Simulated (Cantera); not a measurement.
Cantera run, input and output.

```python
import numpy as np
import cantera as ct

gas = ct.Solution("h2o2.yaml")
gas.TPX = 350, 100000, {'H2': 1, 'O2': 0.385, 'N2': 1.38}
flame = ct.FreeFlame(gas, width=0.04)
flame.set_refine_criteria(ratio=3, slope=0.08, curve=0.16)
flame.transport_model = "mixture-averaged"
flame.solve(loglevel=0, auto=True)
flame.transport_model = "multicomponent"
flame.soret_enabled = False
flame.solve(loglevel=0, refine_grid=True)
z, T = flame.grid, flame.T
thick = (T[-1] - T[0]) / np.gradient(T, z).max()
show = ['H2', 'O2', 'H2O2', 'H', 'O', 'OH']
print(f"laminar burning velocity  {flame.velocity[0] * 100:.3f} cm/s")
print(f"burnt temperature         {T[-1]:.1f} K")
print(f"thermal thickness         {thick * 1e3:.4f} mm")
print(f"grid points               {len(z)}")
z0 = z[flame.heat_release_rate.argmax()]
print(f"{'z/mm':>9s}{'T/K':>9s}{'u/(m/s)':>9s}" + "".join(f"{s:>11s}" for s in show))
rows = []
for k in (-3, -2, -1.5, -1, -0.5, -0.25, 0, 0.25, 0.5, 1, 2, 4, 8):
    zz = z0 + k * thick
    rows.append([k * thick, np.interp(zz, z, T), np.interp(zz, z, flame.velocity),
                 *(np.interp(zz, z, flame.X[gas.species_index(s)]) for s in show)])
    print(f"{rows[-1][0] * 1e3:9.3f}{rows[-1][1]:9.1f}{rows[-1][2]:9.3f}" + "".join(f"{x:11.3e}" for x in rows[-1][3:]))
```

Result:

```
laminar burning velocity  375.001 cm/s
burnt temperature         2399.0 K
thermal thickness         0.3540 mm
grid points               120
     z/mm      T/K  u/(m/s)         H2         O2       H2O2          H          O         OH
   -1.062    350.0    3.750  3.617e-01  1.392e-01  4.673e-15  1.139e-17  3.788e-14  1.233e-16
   -0.708    350.0    3.750  3.617e-01  1.392e-01  1.051e-12  1.368e-15  3.961e-12  1.553e-14
   -0.531    350.0    3.750  3.617e-01  1.392e-01  4.880e-11  9.720e-14  9.729e-11  1.496e-12
   -0.354    350.1    3.750  3.616e-01  1.393e-01  2.248e-09  2.054e-11  2.467e-09  3.376e-10
   -0.177    360.2    3.842  3.585e-01  1.398e-01  3.988e-06  1.514e-06  9.124e-07  5.899e-06
   -0.089    623.1    6.464  3.261e-01  1.352e-01  1.033e-04  3.209e-03  1.530e-04  1.181e-03
    0.000   1113.9   11.129  2.316e-01  1.030e-01  1.218e-05  3.075e-02  2.950e-03  2.196e-03
    0.089   1457.4   14.328  1.303e-01  4.433e-02  3.035e-06  6.285e-02  7.468e-03  6.622e-03
    0.177   1625.1   15.871  9.372e-02  1.801e-02  1.897e-06  6.985e-02  7.677e-03  9.735e-03
    0.354   1782.7   17.257  8.755e-02  9.428e-03  1.028e-06  6.061e-02  6.561e-03  1.198e-02
    0.708   1937.6   18.562  9.022e-02  6.720e-03  5.234e-07  4.639e-02  4.909e-03  1.278e-02
    1.416   2081.9   19.736  9.178e-02  4.386e-03  2.830e-07  3.336e-02  3.185e-03  1.219e-02
    2.832   2204.5   20.701  9.231e-02  2.483e-03  1.648e-07  2.261e-02  1.769e-03  1.034e-02
```

Computed with Cantera and the H2/O2 subset of GRI-Mech 3.0, which has no nitrogen chemistry. Burning velocities carry a grid error of a few per cent, more on coarse grids.
